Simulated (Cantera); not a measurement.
**Equilibrium for nitride etching: BN + NF3**

Input: 1 mol BN, 9.4 mol NF3, at 1048.15 K and 0.00133 bar.

Cantera equilibrium calculation (NASA polynomials, part measured and part estimated; ideal gas, pure solids and liquids). Candidate condensed phases: B, BN; 13 gas species. Kinetics and transport are ignored.

```json
{
  "x(F)": "0.764",
  "x(N2)": "0.171",
  "x(BF3)": "0.0329",
  "x(F2)": "0.0325",
  "gas_amount": "30.41 mol",
  "log10 activity of B(s) (absent)": "-51.30"
}
```
